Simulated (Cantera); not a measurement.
Feed: 1 mol Si3N4, 1.8 mol CO2, 7.5 mol H2, at 0.260 bar.

These are equilibrium values from Cantera (NASA tables, ideal gas, pure condensed phases), not measurements of a reactor. Candidate condensed phases: C, C6H6, C7H8, C8H18, H2O, Si, SiC, SiO2, Si2N2O, Si3N4; 151 gas species. Equilibrium is a limit: real reactors are often held back by kinetics, nucleation or transport. All values below are at 1873 K.

Base state: H2 0.700, CO 0.168, N2 0.0747, SiO 0.0561, H 0.00106, HCN 0.000117, H2O 0.000104 (mole fractions); condensed: Si2N2O(s).

### Question
What changes in the equilibrium state with this change: CO2 from 1.8 to 2.1 mol?

### Answer
```json
[
 {"species": "H2", "before": "0.700", "after": "0.646"},
 {"species": "CO", "before": "0.168", "after": "0.181"},
 {"species": "N2", "before": "0.0747", "after": "0.0882"},
 {"species": "SiO", "before": "0.0561", "after": "0.0840"},
 {"species": "CO2", "before": "6.08e-6", "after": "1.73e-5"},
 {"species": "H2O", "before": "0.000104", "after": "0.000254"},
 {"species": "HCN", "before": "0.000117", "after": "4.96e-5"},
 {"species": "H", "before": "0.00106", "after": "0.00102"},
 {"species": "Si2N2O(s), mol", "before": "1.20", "after": "0.976"},
 {"species": "SiO2(condensed), mol", "before": "0", "after": "0.0734"}
]
```
Mutual solubility and eutectic melting of coexisting phases are not modelled. The tables hold silica as quartz up to 1696 K and as liquid above; real silica turns to tridymite and cristobalite and melts near 1996 K.
